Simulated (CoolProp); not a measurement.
The numbers come from the reference Helmholtz-energy equation of state, McLinden 2015 in CoolProp.

**Question.** Give the vapour pressure (kPa), liquid density (kg/m³), vapour density (kg/m³), enthalpy of vaporisation (kJ/kg) of saturated the fluoroketone C6F12O (FK-5-1-12) at 256.2, 302.4, 317.8 K.

**Answer.** 
```csv
T (K),p (kPa),liquid density (kg/m³),vapour density (kg/m³),enthalpy of vaporisation (kJ/kg)
256.2,4.74,1720,0.708,106
302.4,48.2,1590,6.29,93.7
317.8,86.7,1540,11.0,89.3
```
